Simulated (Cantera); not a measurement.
## Chemical vapour transport: Fe₃O₄ + HCl + N₂

Charge: 1 mol Fe₃O₄, 0.84 mol HCl, 0.073 mol N₂, equilibrated at 13300 Pa.

These are equilibrium values from Cantera (NASA tables, ideal gas, pure condensed phases), not measurements of a reactor. Candidate condensed phases: Fe, FeCl₂, FeCl₃, FeO, Fe(OH)₂, Fe(OH)₃, Fe₂O₃, Fe₃O₄, H₂O, NH₄Cl; 37 gas species. Mutual solubility and eutectic melting of coexisting phases are not modelled. Equilibrium is a limit: real reactors are often held back by kinetics, nucleation or transport.

From 1373 K to 1423 K the condensed part is Fe₂O₃(s) + Fe₃O₄(s). From 1473 K to 1773 K the condensed part is Fe₃O₄(s). The main Fe-bearing gas is FeCl₂ throughout. The share of Fe in condensed phases is highest at 1373 K (96.9 %) and lowest at 1773 K (93.5 %).

```json
[
 {"T (K)": "1373", "x HCl": "0.698", "x H₂O": "0.113", "x FeCl₂": "0.0887", "x N₂": "0.0802", "x O₂": "0.00124", "x Cl": "0.00328", "x FeCl₃": "0.0129", "x Cl₂": "0.00271", "n Fe₂O₃(s)": "0.0563", "n Fe₃O₄(s)": "0.932"},
 {"T (K)": "1423", "x HCl": "0.676", "x H₂O": "0.121", "x FeCl₂": "0.0960", "x N₂": "0.0798", "x O₂": "0.00525", "x Cl": "0.00588", "x FeCl₃": "0.0121", "x Cl₂": "0.00403", "n Fe₂O₃(s)": "0.0343", "n Fe₃O₄(s)": "0.944"},
 {"T (K)": "1473", "x HCl": "0.646", "x H₂O": "0.132", "x FeCl₂": "0.107", "x N₂": "0.0790", "x O₂": "0.0125", "x Cl": "0.00884", "x FeCl₃": "0.0103", "x Cl₂": "0.00442", "n Fe₂O₃(s)": "0", "n Fe₃O₄(s)": "0.964"},
 {"T (K)": "1523", "x HCl": "0.613", "x H₂O": "0.145", "x FeCl₂": "0.125", "x N₂": "0.0785", "x O₂": "0.0156", "x Cl": "0.0109", "x FeCl₃": "0.00787", "x Cl₂": "0.00342", "n Fe₂O₃(s)": "0", "n Fe₃O₄(s)": "0.959"},
 {"T (K)": "1573", "x HCl": "0.579", "x H₂O": "0.160", "x FeCl₂": "0.142", "x N₂": "0.0781", "x O₂": "0.0185", "x Cl": "0.0130", "x FeCl₃": "0.00593", "x Cl₂": "0.00260", "n Fe₂O₃(s)": "0", "n Fe₃O₄(s)": "0.954"},
 {"T (K)": "1623", "x HCl": "0.545", "x H₂O": "0.175", "x FeCl₂": "0.159", "x N₂": "0.0777", "x O₂": "0.0211", "x Cl": "0.0152", "x FeCl₃": "0.00443", "x Cl₂": "0.00196", "n Fe₂O₃(s)": "0", "n Fe₃O₄(s)": "0.949"},
 {"T (K)": "1673", "x HCl": "0.512", "x H₂O": "0.190", "x FeCl₂": "0.175", "x N₂": "0.0773", "x O₂": "0.0235", "x Cl": "0.0174", "x FeCl₃": "0.00331", "x Cl₂": "0.00147", "n Fe₂O₃(s)": "0", "n Fe₃O₄(s)": "0.944"},
 {"T (K)": "1723", "x HCl": "0.480", "x H₂O": "0.204", "x FeCl₂": "0.190", "x N₂": "0.0770", "x O₂": "0.0256", "x Cl": "0.0197", "x FeCl₃": "0.00247", "x Cl₂": "0.00110", "n Fe₂O₃(s)": "0", "n Fe₃O₄(s)": "0.939"},
 {"T (K)": "1773", "x HCl": "0.449", "x H₂O": "0.218", "x FeCl₂": "0.204", "x N₂": "0.0767", "x O₂": "0.0275", "x Cl": "0.0219", "x FeCl₃": "0.00186", "x Cl₂": "0.000831", "n Fe₂O₃(s)": "0", "n Fe₃O₄(s)": "0.935"}
]
```
x: gas mole fraction; n: condensed amount in mol.
